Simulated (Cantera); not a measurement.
Input (Python, Cantera) and output of one run.

```python
import numpy as np
import cantera as ct

gas_names = """
    B BH BH2 BH3 BN B2 H H2 N NH NH2 NH3 N2 N2H2 N2H4
""".split()
cond_names = """
    B(b) B(L) BN(s)
""".split()


# ... load() reads the species with a 1 bar reference pressure and builds the phases ...
atoms = {
    'B2H6': {'B': 2, 'H': 6},
    'H2': {'H': 2},
    'N2': {'N': 2},
}
top_T = {'BN(s)': 3200}  # K; cautious upper limits of use, not melting points


# ... equilibrate(T, P, feed) seeds the gas with the atoms and calls Mixture.equilibrate('TP', solver="vcs", rtol=1e-11, max_steps=5000) ...
results = []
feed = {'B2H6': 1, 'H2': 1.6, 'N2': 0.67}  # mol
T = 2248.15  # K
for P in [10, 37, 140, 520, 1900, 7200, 27000, 100000]:
    mix = equilibrate(T, P, feed)
    results.append((T, P, feed, dict(zip(mix.species_names, mix.species_moles))))

top = {s: max(r[3][s] / sum(r[3][g] for g in gas_names) for r in results) for s in gas_names}
cols = sorted((s for s in top if top[s] > 0.0001), key=lambda s: -top[s])[:5]
seen = [c for c in cond_names if any(r[3].get(c, 0) > 1e-12 for r in results)]
print("log10 of partial pressures in bar; condensed amounts in mol")
print(f"{'P/Pa':>10s}" + "".join(f"{s[:9]:>10s}" for s in cols + seen))
for T, P, feed, n in results:
    ng = sum(n[g] for g in gas_names)
    print(f"{P:10.4g}" + "".join(f"{np.log10(max(n[s] / ng * P / 1e5, 1e-99)):10.3f}" for s in cols)
          + "".join(f"{n.get(c, 0):10.4g}" for c in seen))
```

Result:

```
log10 of partial pressures in bar; condensed amounts in mol
      P/Pa        H2         H        N2         B       BH2      B(b)     BN(s)
        10    -4.404    -4.336    -5.041    -5.283    -7.186     1.608         0
        37    -3.664    -3.966    -4.404    -5.283    -6.445     1.904         0
       140    -3.001    -3.634    -3.789    -5.283    -5.782     1.971         0
       520    -2.389    -3.328    -3.200    -5.283    -5.170     1.987         0
      1900    -1.804    -3.036    -2.628    -5.283    -4.586     1.991         0
      7200    -1.175    -2.721    -2.500    -5.283    -3.956     1.081    0.9109
   2.7e+04    -0.581    -2.424    -2.500    -5.283    -3.362    0.7621      1.23
     1e+05    -0.005    -2.136    -2.500    -5.283    -2.787    0.6814     1.311
```

Method: chemical equilibrium by Gibbs-energy minimisation in Cantera with the NASA 1993 tables (ideal gas, pure condensed phases). The feed counts by its element totals alone. Mutual solubility and eutectic melting of coexisting phases are not modelled. The tables' values for BH2 are old estimates; treat these amounts as uncertain. Gases not in the tables: B2H6 and higher boranes.
